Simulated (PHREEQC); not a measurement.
1 kg of water holding 0.024 mol KHCO3, 0.17 mol KCl, 0.0039 mol K2SO4 and 0.0062 mol K2CO3 is evaporated at 40 °C; the solids stay in contact with the brine. CO2 is held at log p = -3.4 (atm). Solids allowed: Arcanite, Kalicinite, Misenite, Sylvite. Others were left out.

The numbers come from PHREEQC with the Pitzer model, pitzer.dat.

```tsv
water left (kg)	ionic strength	water activity	Sylvite (mol)	Arcanite (mol)	C in solution (mol/kgw)	K in solution (mol/kgw)	Cl in solution (mol/kgw)	pH
1	0.227	0.993	0	0	0.0275	0.214	0.170	9.44
0.6756	0.338	0.990	0	0	0.0386	0.317	0.252	9.52
0.5553	0.412	0.988	0	0	0.0457	0.386	0.306	9.56
0.4564	0.503	0.986	0	0	0.0542	0.469	0.372	9.60
0.3084	0.749	0.979	0	0	0.0763	0.695	0.551	9.67
0.2084	1.11	0.969	0	0	0.108	1.03	0.816	9.73
0.1713	1.36	0.962	0	0	0.129	1.25	0.993	9.77
0.1408	1.65	0.954	0	0	0.153	1.52	1.21	9.80
0.09519	2.45	0.932	0	0	0.219	2.25	1.79	9.87
0.06436	3.64	0.898	0	0	0.316	3.33	2.64	9.96
0.05294	4.43	0.875	0	0	0.380	4.05	3.21	10.01
0.04354	5.39	0.846	0	0	0.458	4.92	3.90	10.08
0.02949	6.66	0.807	0.0324	0.00203	0.669	6.03	4.67	10.20
0.01998	7.19	0.801	0.0829	0.00281	0.980	6.29	4.36	10.32
0.01647	7.55	0.796	0.101	0.00309	1.19	6.47	4.16	10.38
0.01357	7.99	0.789	0.117	0.00331	1.44	6.70	3.93	10.44
0.009224	9.20	0.769	0.139	0.00361	2.11	7.33	3.32	10.59
0.006287	11.1	0.731	0.154	0.00378	3.10	8.36	2.54	10.76
0.005205	12.4	0.702	0.159	0.00383	3.76	9.11	2.09	10.85
```

Arcanite from water left = 0.03583 kg (pH 10.15); Sylvite from water left = 0.02949 kg (pH 10.20).

Species that the database lacks are ignored. Away from 25 °C the constants follow the database's enthalpies or fits; those with neither stay at their 25 °C values.
